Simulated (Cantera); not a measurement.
**NO annealing gas**

A perfectly stirred reactor is fed with 13.7 % NO, 86.3 % N2, at 19.5 Torr; it is held at 2075 K, and followed from long to short residence time.

Computed with Cantera and GRI-Mech 3.0 (53 species, 325 reactions). Radical loss at walls, strong at low pressure, is not modelled.

```json
[
 {"τ (s)": "8.8", "x NO": "0.0591", "x O2": "0.0382", "x NO2": "6.19e-6", "x N2O": "1.23e-6", "x N2": "0.901", "x O": "0.00143"},
 {"τ (s)": "3.8", "x NO": "0.0922", "x O2": "0.0218", "x NO2": "7.31e-6", "x N2O": "3.15e-6", "x N2": "0.885", "x O": "0.00111"},
 {"τ (s)": "1.7", "x NO": "0.118", "x O2": "0.00920", "x NO2": "6.20e-6", "x N2O": "5.53e-6", "x N2": "0.872", "x O": "0.000771"},
 {"τ (s)": "0.72", "x NO": "0.131", "x O2": "0.00296", "x NO2": "4.26e-6", "x N2O": "7.20e-6", "x N2": "0.866", "x O": "0.000503"},
 {"τ (s)": "0.31", "x NO": "0.135", "x O2": "0.000873", "x NO2": "2.84e-6", "x N2O": "7.92e-6", "x N2": "0.864", "x O": "0.000330"},
 {"τ (s)": "0.13", "x NO": "0.136", "x O2": "0.000208", "x NO2": "1.70e-6", "x N2O": "8.09e-6", "x N2": "0.863", "x O": "0.000190"},
 {"τ (s)": "0.059", "x NO": "0.137", "x O2": "4.65e-5", "x NO2": "8.99e-7", "x N2O": "7.72e-6", "x N2": "0.863", "x O": "9.68e-5"},
 {"τ (s)": "0.025", "x NO": "0.137", "x O2": "7.93e-6", "x NO2": "3.74e-7", "x N2O": "6.60e-6", "x N2": "0.863", "x O": "4.01e-5"},
 {"τ (s)": "0.011", "x NO": "0.137", "x O2": "1.36e-6", "x NO2": "1.41e-7", "x N2O": "4.91e-6", "x N2": "0.863", "x O": "1.59e-5"},
 {"τ (s)": "0.0048", "x NO": "0.137", "x O2": "2.25e-7", "x NO2": "4.70e-8", "x N2O": "3.07e-6", "x N2": "0.863", "x O": "6.08e-6"},
 {"τ (s)": "0.0021", "x NO": "0.137", "x O2": "3.80e-8", "x NO2": "1.41e-8", "x N2O": "1.65e-6", "x N2": "0.863", "x O": "2.36e-6"}
]
```
x: mole fraction; the columns are a selection and need not sum to one.
